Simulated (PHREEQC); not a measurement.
Spent oxide etchant: speciation

Make-up at 42 °C: 0.029 mol NH4HF2, 0.00018 mol (NH4)2SiF6, 0.043 mol H3BO3 and 0.00019 mol HCl per kg of water. Closed to the air; pH follows from the charge balance.

All values are PHREEQC results (ion-association model, phreeqc.dat), not measurements.

No solid was allowed to form.

### Question
Estimate the pH, ionic strength.

### Answer
pH 4.40; ionic strength 0.0295 mol/kgw.

### Question
In which forms is B present?

### Answer
H3BO3 63 %, BF2(OH)2- 18 %, BF4- 12 %, BF3OH- 6.6 % of the B.

Away from 25 °C the constants follow the database's enthalpies or fits; those with neither stay at their 25 °C values. SiF6-2 is the database's only silicon fluoride. Real BF4- forms and hydrolyses slowly; the run takes it at equilibrium.
